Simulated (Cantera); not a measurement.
Charge: 1 mol C2H4, 0.79 mol H2, held at 0.000780 bar.

These are equilibrium values from Cantera (NASA tables, ideal gas, pure condensed phases), not measurements of a reactor. Candidate condensed phases: C, C6H6, C7H8, C8H18; 76 gas species. Equilibrium is a limit: real reactors are often held back by kinetics, nucleation or transport. All values below are at 1850 °C.

Base state: H2 0.878, H 0.120, C2H2 (acetylene) 0.00145 (mole fractions); condensed: C(graphite).

What changes in the equilibrium state with this change: C2H4 replaced by CO?


```json
[
 {"species": "CO", "before": "0", "after": "0.536"},
 {"species": "H2", "before": "0.878", "after": "0.384"},
 {"species": "H", "before": "0.120", "after": "0.0796"},
 {"species": "C2H2 (acetylene)", "before": "0.00145", "after": "3.30e-7"},
 {"species": "C(graphite), mol", "before": "1.99", "after": "0"}
]
```
Further candidate phases: H2O.
